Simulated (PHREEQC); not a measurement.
A made-up water analysis in mg/kgw, 20 °C, pH 1.88:

| constituent | mg/kgw |
|---|---|
| Na | 2700 |
| K | 381 |
| Ca | 46 |
| Mg | 131 |
| Cl | 154 |
| S(6) as SO4 | 7540 |
| Mn(2) | 3.68 |
| Li | 2.4 |

Valence states are taken as typed.

The numbers come from PHREEQC with the Pitzer model, pitzer.dat.

Task: The ionic strength comes out as 0.215 mol/kgw. What activity coefficients do SO4-2, Mn+2, Mg+2, K+, H+ get?

Result: SO4-2 0.23, Mn+2 0.17, Mg+2 0.21, K+ 0.69, H+ 0.68. Single-ion values are on the MacInnes scale.

No solid was allowed to form.
